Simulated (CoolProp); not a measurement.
The fluoroketone C6F12O (FK-5-1-12) along the isobar 14.1 bar: fugacity coefficient from the reference equation and from simpler models built on Tc = 441.8 K, pc = 18.69 bar, ω = 0.471; each cubic takes its own stable root.

Computed with CoolProp (reference Helmholtz-energy equation of state, McLinden 2015).

```
T (K)   phase  reference
-----  ------  ---------
338.4  liquid     0.1226
353.1  liquid     0.1818
367.8  liquid     0.2570
382.5  liquid     0.3488
397.2  liquid     0.4560
411.9  liquid     0.5762
441.2     gas     0.7444
455.9     gas     0.7758
470.6     gas     0.8019
485.3     gas     0.8242
500       gas     0.8435
```

**Question.** How far does each simpler model (van der Waals, Redlich-Kwong, Soave-Redlich-Kwong) lie from the reference over these 11 states: mean and median of the absolute difference, and the worst?

**Answer.** 
- van der Waals: mean 54.7 %, median 26.4 %, worst +210.0 % at 338.4 K and 14.1 bar
- Redlich-Kwong: mean 24.7 %, median 13.5 %, worst +86.1 % at 338.4 K and 14.1 bar
- Soave-Redlich-Kwong: mean 1.7 %, median 2.2 %, worst +2.8 % at 382.5 K and 14.1 bar
